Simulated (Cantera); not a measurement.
Ignition delay

Mixture: CH4 : O2 : N2 : H2O = 1 : 1.33 : 5.01 : 0.17 (molar parts), equivalence ratio 1.5, at 0.700 bar, adiabatic and at constant volume. Ignition delay is the time to a rise of 400 K.

Computed with Cantera and GRI-Mech 3.0 (53 species, 325 reactions).

```
T0 (K)  delay (ms)
------  ----------
1225          54.5
1325          14.1
1425          4.13
1525          1.39
1625         0.550
1725         0.251
```

The apparent activation energy between 1525 and 1725 K is 190 kJ/mol.
